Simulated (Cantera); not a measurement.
Cantera run, input and output.

```python
import numpy as np
import cantera as ct

gas = ct.Solution("h2o2.yaml")
gas.TPX = 450, 1000000, {'H2': 1, 'O2': 0.208, 'N2': 0.783}
flame = ct.FreeFlame(gas, width=0.008)
flame.set_refine_criteria(ratio=3, slope=0.08, curve=0.16)
flame.transport_model = "unity-Lewis-number"
flame.solve(loglevel=0, auto=True)
z, T = flame.grid, flame.T
thick = (T[-1] - T[0]) / np.gradient(T, z).max()
show = ['H2', 'O2', 'H', 'H2O', 'H2O2', 'O']
print(f"laminar burning velocity  {flame.velocity[0] * 100:.3f} cm/s")
print(f"burnt temperature         {T[-1]:.1f} K")
print(f"thermal thickness         {thick * 1e3:.4f} mm")
print(f"grid points               {len(z)}")
z0 = z[flame.heat_release_rate.argmax()]
print(f"{'z/mm':>9s}{'T/K':>9s}{'u/(m/s)':>9s}" + "".join(f"{s:>11s}" for s in show))
rows = []
for k in (-3, -2, -1.5, -1, -0.5, -0.25, 0, 0.25, 0.5, 1, 2, 4, 8):
    zz = z0 + k * thick
    rows.append([k * thick, np.interp(zz, z, T), np.interp(zz, z, flame.velocity),
                 *(np.interp(zz, z, flame.X[gas.species_index(s)]) for s in show)])
    print(f"{rows[-1][0] * 1e3:9.3f}{rows[-1][1]:9.1f}{rows[-1][2]:9.3f}" + "".join(f"{x:11.3e}" for x in rows[-1][3:]))
```

It prints:

```
laminar burning velocity  265.679 cm/s
burnt temperature         2055.3 K
thermal thickness         0.0280 mm
grid points               109
     z/mm      T/K  u/(m/s)         H2         O2          H        H2O       H2O2          O
   -0.084    450.2    2.658  5.022e-01  1.045e-01  1.310e-13  2.568e-05  9.855e-08  9.162e-11
   -0.056    451.6    2.666  5.021e-01  1.044e-01  2.204e-12  1.961e-04  7.469e-07  1.304e-09
   -0.042    455.5    2.688  5.018e-01  1.042e-01  1.506e-11  6.657e-04  2.494e-06  6.691e-09
   -0.028    483.2    2.847  4.992e-01  1.026e-01  7.182e-10  4.046e-03  1.391e-05  9.192e-08
   -0.014    719.5    4.177  4.770e-01  8.883e-02  2.099e-05  3.347e-02  6.954e-05  7.558e-06
   -0.007   1064.6    6.044  4.401e-01  6.725e-02  1.762e-03  8.077e-02  7.462e-05  1.028e-04
    0.000   1435.5    7.952  3.845e-01  3.839e-02  1.239e-02  1.440e-01  2.179e-05  4.473e-04
    0.007   1669.5    9.100  3.394e-01  1.640e-02  2.490e-02  1.914e-01  3.497e-06  4.978e-04
    0.014   1790.3    9.674  3.195e-01  6.104e-03  2.870e-02  2.142e-01  1.511e-06  2.991e-04
    0.028   1892.4   10.145  3.139e-01  9.968e-04  2.386e-02  2.266e-01  5.079e-07  1.074e-04
    0.056   1963.1   10.463  3.182e-01  6.945e-05  1.477e-02  2.303e-01  1.395e-07  3.509e-05
    0.112   2007.1   10.658  3.224e-01  5.326e-06  8.002e-03  2.317e-01  4.370e-08  1.055e-05
    0.224   2031.1   10.763  3.248e-01  1.218e-06  4.248e-03  2.325e-01  1.422e-08  3.072e-06
```

Computed with Cantera and the H2/O2 subset of GRI-Mech 3.0, which has no nitrogen chemistry. The hydrogen kinetics of GRI-Mech 3.0 are dated; newer H2 mechanisms differ, most at raised pressure. Unity Lewis numbers drop preferential diffusion, which matters most where H2 and H carry the flame. Burning velocities carry a grid error of a few per cent, more on coarse grids.
